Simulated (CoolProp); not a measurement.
Decamethyltetrasiloxane (MD2M) along the isotherm 442.6 K: density (kg/m³) from the reference equation and from simpler models built on Tc = 599.4 K, pc = 11.44 bar, ω = 0.635; each cubic takes its own stable root.

Model: reference Helmholtz-energy equation of state, Thol 2017, in CoolProp.

| p (bar) | phase | reference |
|---|---|---|
| 2.6 | liquid | 698.4 |
| 5.2 | liquid | 699.5 |
| 7.8 | liquid | 700.7 |
| 10.4 | liquid | 701.8 |
| 13 | liquid | 702.9 |
| 15.6 | liquid | 704.0 |
| 18.2 | liquid | 705.1 |
| 20.8 | liquid | 706.1 |
| 23.4 | liquid | 707.1 |
| 26 | liquid | 708.2 |
| 28.6 | liquid | 709.2 |

Task: How far does each simpler model (Redlich-Kwong, Soave-Redlich-Kwong, Peng-Robinson) lie from the reference over these 11 states: mean and median of the absolute difference, and the worst?

Result: 
- Redlich-Kwong: mean 17.0 %, median 16.9 %, worst -18.9 % at 442.6 K and 2.6 bar
- Soave-Redlich-Kwong: mean 9.8 %, median 9.7 %, worst -10.3 % at 442.6 K and 2.6 bar
- Peng-Robinson: mean 1.8 %, median 1.8 %, worst +2.2 % at 442.6 K and 28.6 bar
